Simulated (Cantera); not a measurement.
A perfectly stirred reactor is fed with H2 : O2 : N2 = 0.83 : 1 : 6 (molar parts), equivalence ratio 0.41, at 0.500 bar; it is held at 1350 K, and followed from long to short residence time.

Cantera simulation using the H2/O2 subset of GRI-Mech 3.0, which has no nitrogen chemistry; the numbers are that mechanism's predictions, not measurements. The temperature is held fixed by assumption; the heat of reaction is taken as removed at once.

Predict: x(H2) at τ = 7.60 s; x(O2) at τ = 7.60 s; x(HO2) at τ = 7.60 s; x(OH) at τ = 7.60 s; x(H2O2) at τ = 7.60 s; x(H2) at τ = 0.130 s; x(O2) at τ = 0.130 s; x(HO2) at τ = 0.130 s; x(OH) at τ = 0.130 s; x(H2O2) at τ = 0.130 s.


* **x(H2) at τ = 7.60 s**: 1.49e-5
* **x(O2) at τ = 7.60 s**: 0.0789
* **x(HO2) at τ = 7.60 s**: 4.67e-7
* **x(OH) at τ = 7.60 s**: 0.000131
* **x(H2O2) at τ = 7.60 s**: 5.61e-8
* **x(H2) at τ = 0.130 s**: 0.000221
* **x(O2) at τ = 0.130 s**: 0.0788
* **x(HO2) at τ = 0.130 s**: 5.03e-6
* **x(OH) at τ = 0.130 s**: 0.000508
* **x(H2O2) at τ = 0.130 s**: 3.77e-7
